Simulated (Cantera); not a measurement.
A perfectly stirred reactor is fed with 56.8 % NH₃, 43.2 % N₂, at 31.5 Torr; it is held at 1675 K, and followed from long to short residence time.

Computed with Cantera and the gas-phase N/H chemistry of the illustrative SiF4/NH3 mechanism in the Surface Chemkin manual (1991). Walls and surfaces, which speed up NH3 decomposition in real reactors, are not modelled.

**Question.** Predict: x(NH₃) at τ = 7.90 s; x(H₂) at τ = 7.90 s; x(H) at τ = 7.90 s; x(N) at τ = 7.90 s; x(NH₂) at τ = 7.90 s; x(NH₃) at τ = 20.0 ms; x(H₂) at τ = 20.0 ms; x(H) at τ = 20.0 ms; x(NH₂) at τ = 20.0 ms.

**Answer.** 
| Property | Value |
|---|---|
| x(NH₃) at τ = 7.90 s | 0.384 |
| x(H₂) at τ = 7.90 s | 0.176 |
| x(H) at τ = 7.90 s | 2.88e-5 |
| x(N) at τ = 7.90 s | 6.64e-8 |
| x(NH₂) at τ = 7.90 s | 0.000156 |
| x(NH₃) at τ = 20.0 ms | 0.568 |
| x(H₂) at τ = 20.0 ms | 0.000246 |
| x(H) at τ = 20.0 ms | 5.96e-8 |
| x(NH₂) at τ = 20.0 ms | 0.000124 |
